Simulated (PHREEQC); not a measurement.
Solution (90 °C): 0.24 mol KOH, 2e-05 mol CO2 and 0.0013 mol K3PO4 per kg of water. Closed to the air; pH follows from the charge balance.

The numbers come from PHREEQC with the ion-association model, phreeqc.dat.

Precipitation was switched off in this run.

**Question.** Order these P species by the share of P that they hold, largest first: HPO4-2, KHPO4-, PO4-3.

**Answer.** PO4-3 (80 %), HPO4-2 (18 %), KHPO4- (1.9 %)

The pH is 11.61 and the ionic strength 0.247 mol/kgw. At this temperature some constants are extrapolated from 25 °C, and those without enthalpy data are left unchanged.
